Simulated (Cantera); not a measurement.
Input: 1 mol Cu, 4.1 mol NH3, 47 mol N2, at 1 atm.

Method: chemical equilibrium by Gibbs-energy minimisation in Cantera with the NASA 1993 tables (ideal gas, pure condensed phases). Candidate condensed phases: Cu; 11 gas species. The numbers say what is thermodynamically allowed, not how fast it happens.

**Question.** At 1575 °C, list the 4 most abundant gas species with their mole fractions, and the condensed phases.

**Answer.** N2 0.888, H2 0.111, Cu 0.000917, H 0.000176. Condensed: Cu(l).
